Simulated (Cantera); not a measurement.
Input (Python, Cantera):

```python
import numpy as np
import cantera as ct

surf = ct.Interface("ptcombust.yaml", "Pt_surf")
gas = surf.adjacent["gas"]
gas.TPX = 750, 500000, {'CO': 0.0048, 'O2': 0.041, 'N2': 0.79}
surf.TP = 750, 500000
reactor = ct.FlowReactor(gas, clone=False)
reactor.area = 0.0001  # m2
reactor.surface_area_to_volume_ratio = 8500  # 1/m
reactor.mass_flow_rate = 0.7 * reactor.area * gas.density  # inlet velocity 0.7 m/s
reactor.energy_enabled = False
wall = ct.ReactorSurface(surf, reactor, clone=False)
net = ct.ReactorNet([reactor])
net.rtol, net.atol = 1e-8, 1e-16
show, cover = ['CO', 'O2', 'H2O', 'CO2'], ['PT(S)', 'H(S)', 'O(S)', 'OH(S)', 'CO(S)', 'C(S)']

rows = []
print(f"{'z/m':>9s}{'u/(m/s)':>9s}" + "".join(f"{s:>13s}" for s in show + cover))
for z in [0.00039, 0.00069, 0.0012, 0.0022, 0.0039, 0.0069, 0.012, 0.022, 0.039]:
    net.advance(z)
    rows.append([reactor.speed, *gas[show].X, *surf[cover].coverages])
    print(f"{z:9.4g}{rows[-1][0]:9.3g}" + "".join(f"{x:13.4e}" for x in rows[-1][1:]))
```

Output:

```
      z/m  u/(m/s)           CO           O2          H2O          CO2        PT(S)         H(S)         O(S)        OH(S)        CO(S)         C(S)
  0.00039    0.698   1.3740e-03   4.6971e-02  -1.9424e-29   4.3816e-03   1.7073e-02   1.5126e-24   9.8215e-01   2.0823e-18   7.7506e-04   1.3192e-17
  0.00069    0.698   1.0221e-03   4.6804e-02   1.4265e-29   4.7345e-03   1.5357e-02   4.7332e-23   9.8418e-01  -1.0681e-17   4.6555e-04   7.1129e-18
   0.0012    0.698   6.7425e-04   4.6638e-02   2.5958e-29   5.0834e-03   1.4096e-02   1.1549e-26   9.8565e-01   1.9816e-20   2.5838e-04   3.6180e-18
   0.0022    0.698   3.3579e-04   4.6476e-02   1.0853e-29   5.4228e-03   1.3132e-02  -3.4643e-26   9.8676e-01  -3.8173e-20   1.1156e-04   1.4538e-18
   0.0039    0.698   1.1599e-04   4.6372e-02   4.2872e-31   5.6432e-03   1.2605e-02   6.3877e-26   9.8736e-01  -9.6747e-19   3.5485e-05   4.4358e-19
   0.0069    0.698   1.9637e-05   4.6326e-02   1.3554e-31   5.7398e-03   1.2394e-02   5.6637e-26   9.8760e-01   1.1515e-19   5.8063e-06   7.1347e-20
    0.012    0.698   1.0077e-06   4.6317e-02  -6.8870e-32   5.7585e-03   1.2354e-02  -7.4802e-25   9.8765e-01  -1.5709e-18   2.9604e-07   3.6258e-21
    0.022    0.698   3.0175e-09   4.6316e-02   1.1297e-33   5.7595e-03   1.2352e-02  -2.3020e-25   9.8765e-01  -4.8228e-19   8.8619e-10   1.0852e-23
    0.039    0.698   1.5471e-13   4.6316e-02   2.1126e-28   5.7595e-03   1.2352e-02   2.5937e-22   9.8765e-01   5.4339e-16   4.5435e-14   5.5639e-28
```

Computed with Cantera and Deutschmann's 1995 Pt surface mechanism with GRI-Mech 3.0 gas chemistry. Catalytic surfaces can have several steady states; this one follows from the mechanism file's or the stated starting coverage. Mass transfer to the wall is taken as infinitely fast.
